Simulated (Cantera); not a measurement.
A perfectly stirred reactor is fed with NH3 : H2 = 1 : 7.1 (molar parts), at 0.133 bar; it is held at 2025 K, and followed from long to short residence time.

Model: the gas-phase N/H chemistry of the illustrative SiF4/NH3 mechanism in the Surface Chemkin manual (1991), integrated in Cantera. Walls and surfaces, which speed up NH3 decomposition in real reactors, are not modelled.

One state of this run: x NH3 = 0.00743; x H2 = 0.938; x H = 0.00258; x N2H2 = 3.43e-8; x N = 1.40e-6. x: mole fraction; the columns are a selection and need not sum to one.

**Question.** Which value of τ (s) does it belong to?
(A) 0.66
(B) 0.039
(C) 0.32
(D) 2.7

**Answer.** D, 2.7
